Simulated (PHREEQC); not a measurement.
NaOH is added in steps, without added water, to 1 kg of water holding 0.013 mol CuCl2, 6.8e-05 mol HBF4 and 0.0069 mol NaCl, at 25 °C. Oxygen alone is held at its pressure in air (log pO2 = -0.68). The system is closed to CO2. The run lets Cu(OH)2, Atacamite, Halite, CuF2:2H2O precipitate or redissolve, and no other solid.

Base run: PHREEQC, ion-association model, wateq4f.dat. Each further column changes one thing. The table gives pH.

```tsv
NaOH added (mol)	base	Debye-Hückel limiting law	metal-ligand complexes left out	all activity coefficients set to 1
0	3.71	3.75	3.72	3.67
0.005	4.53	4.61	4.51	4.32
0.01	4.64	4.72	4.63	4.44
0.015	4.85	4.91	4.83	[?]
0.02	8.30	8.28	8.30	8.37
0.025	8.37	8.35	8.37	8.44
0.03	11.48	11.47	11.48	[?]
0.035	11.85	11.83	11.85	[?]
0.04	12.05	12.03	12.05	12.14
```

Some entries are withheld; supply them.


- 0.015, all activity coefficients set to 1: 4.66
- 0.03, all activity coefficients set to 1: 11.56
- 0.035, all activity coefficients set to 1: 11.94

Real BF4- forms and hydrolyses slowly; the run takes it at equilibrium. The database's constant for dissolved Cu(OH)2 is higher than later reviews accept.
